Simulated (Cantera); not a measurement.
An adiabatic, constant-pressure homogeneous reactor starts with CO : H2 : CH4 : O2 : N2 : H2O = 1 : 0.28 : 0.062 : 0.318 : 1.2 : 0.11 (molar parts), equivalence ratio 2.4, at 1000 K and 260000 Pa. Integrator tolerance rtol = 1e-08.

Model: GRI-Mech 3.0 (53 species, 325 reactions), integrated in Cantera.

Problem. What does this change do: initial temperature 1000 to 1750 K?

Solution. 
| quantity | before | after |
|---|---|---|
| time of steepest temperature rise | 2.77 ms | 6.88 µs |
| temperature at 10.0 s | 2386 K | 2863 K |
| equilibrium temperature | 2386 K | 2863 K |
| x(CO) at 10.0 s | 0.268 (gas-phase equilibrium 0.268) | 0.276 (gas-phase equilibrium 0.276) |
| x(H2) at 10.0 s | 0.0525 (gas-phase equilibrium 0.0525) | 0.0473 (gas-phase equilibrium 0.0473) |
| x(CH4) at 10.0 s | 1.07e-11 (gas-phase equilibrium 1.17e-11) | 1.36e-12 (gas-phase equilibrium 1.61e-12) |
| x(CH3) at 10.0 s | 7.94e-12 (gas-phase equilibrium 8.74e-12) | 6.47e-12 (gas-phase equilibrium 7.69e-12) |
| x(C2H) at 10.0 s | <1e-12 (gas-phase equilibrium <1e-12) | <1e-12 (gas-phase equilibrium <1e-12) |
| x(O2) at 10.0 s | 2.70e-5 (gas-phase equilibrium 2.70e-5) | 0.00199 (gas-phase equilibrium 0.00199) |

Problem. What does this change do: H2 0.28 to 0.093 parts?

Solution. 
| quantity | before | after |
|---|---|---|
| time of steepest temperature rise | 2.77 ms | 3.75 ms |
| temperature at 10.0 s | 2386 K | 2476 K |
| equilibrium temperature | 2386 K | 2476 K |
| x(CO) at 10.0 s | 0.268 (gas-phase equilibrium 0.268) | 0.248 (gas-phase equilibrium 0.248) |
| x(H2) at 10.0 s | 0.0525 (gas-phase equilibrium 0.0525) | 0.0248 (gas-phase equilibrium 0.0248) |
| x(CH4) at 10.0 s | 1.07e-11 (gas-phase equilibrium 1.17e-11) | <1e-12 (gas-phase equilibrium 1.02e-12) |
| x(CH3) at 10.0 s | 7.94e-12 (gas-phase equilibrium 8.74e-12) | 1.47e-12 (gas-phase equilibrium 1.65e-12) |
| x(C2H) at 10.0 s | <1e-12 (gas-phase equilibrium <1e-12) | <1e-12 (gas-phase equilibrium <1e-12) |
| x(O2) at 10.0 s | 2.70e-5 (gas-phase equilibrium 2.70e-5) | 0.000175 (gas-phase equilibrium 0.000175) |
